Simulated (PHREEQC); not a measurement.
Consider water at 25 °C and 100 atm with 44 mmol/kgw NaNO3. It is in equilibrium with CO2 at log p = -2 (atm). Otherwise closed; pH follows from the charge balance.

The numbers come from PHREEQC with the ion-association model, phreeqc.dat.

```csv
quantity,before,after
pH,4.91,4.96
ionic strength (mol/kgw),0.0440,0.0440
CO2 (mol/kgw),0.000293,0.000205
HCO3- (mol/kgw),1.42e-5,1.26e-5
(CO2)2 (mol/kgw),1.59e-9,1.23e-9
CO3-2 (mol/kgw),1.03e-10,1.34e-10
```

Task: Which change was made?
(A) diluted 2-fold with water
(B) NaNO3 replaced by Sr(NO3)2 at the same molality
(C) temperature from 25 to 40 °C
(D) diluted 5-fold with water
(E) diluted 100-fold with water

Result: C, temperature from 25 to 40 °C

No solid was allowed to form. Under pressure, the constants of complexes without a molar volume in the database are unreliable. Away from 25 °C the constants follow the database's enthalpies or fits; those with neither stay at their 25 °C values.
